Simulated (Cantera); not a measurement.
Input (Python, Cantera) and output of one run.

```python
import numpy as np
import cantera as ct

gas_names = """
    H H2 N NH NH2 NH3 N2 N2H2 N2H4 Si SiH SiH2 SiH3 SiH4 SiN Si2 Si2N Si3
""".split()
cond_names = """
    Si(cr) Si(L) Si3N4(a)
""".split()


# ... load() reads the species with a 1 bar reference pressure and builds the phases ...
atoms = {
    'trisilylamine': {'Si': 3, 'N': 1, 'H': 9},
    'N2': {'N': 2},
}
top_T = {'Si3N4(a)': 2400}  # K; cautious upper limits of use, not melting points


# ... equilibrate(T, P, feed) seeds the gas with the atoms and calls Mixture.equilibrate('TP', solver="vcs", rtol=1e-11, max_steps=5000) ...
results = []
feed = {'trisilylamine': 1, 'N2': 2.8}  # mol
P = 31  # Pa
for T in [1173, 1223, 1273, 1323, 1373, 1423, 1473, 1523, 1573, 1623, 1673]:
    mix = equilibrate(T, P, feed)
    results.append((T, P, feed, dict(zip(mix.species_names, mix.species_moles))))

top = {s: max(r[3][s] / sum(r[3][g] for g in gas_names) for r in results) for s in gas_names}
cols = sorted((s for s in top if top[s] > 0.001), key=lambda s: -top[s])[:9]
seen = [c for c in cond_names if any(r[3].get(c, 0) > 1e-12 for r in results)]
print("log10 of partial pressures in bar; condensed amounts in mol")
print(f"{'T/K':>10s}" + "".join(f"{s[:9]:>10s}" for s in cols + seen))
for T, P, feed, n in results:
    ng = sum(n[g] for g in gas_names)
    print(f"{T:10.4g}" + "".join(f"{np.log10(max(n[s] / ng * P / 1e5, 1e-99)):10.3f}" for s in cols)
          + "".join(f"{n.get(c, 0):10.4g}" for c in seen))
```

Output:

```
log10 of partial pressures in bar; condensed amounts in mol
       T/K        H2        N2         H        Si    Si(cr)  Si3N4(a)
      1173    -3.619    -4.158    -8.738   -14.812         0         1
      1223    -3.619    -4.158    -8.331   -13.548         0         1
      1273    -3.619    -4.158    -7.956   -12.384         0         1
      1323    -3.619    -4.158    -7.609   -11.310         0         1
      1373    -3.619    -4.158    -7.287   -10.314         0         1
      1423    -3.619    -4.158    -6.987    -9.390         0         1
      1473    -3.619    -4.158    -6.707    -8.529         0         1
      1523    -3.628    -4.131    -6.450    -7.744    0.1685    0.9437
      1573    -3.749    -3.883    -6.265    -7.260     2.998         0
      1623    -3.750    -3.883    -6.035    -6.806     2.996         0
      1673    -3.751    -3.884    -5.819    -6.379     2.989         0
```

Equilibrium computed with Cantera from the NASA thermochemical tables; the gas is ideal and each condensed phase is pure. The feed counts by its element totals alone. Mutual solubility and eutectic melting of coexisting phases are not modelled. The tables' values for SiN are old estimates; treat these amounts as uncertain.
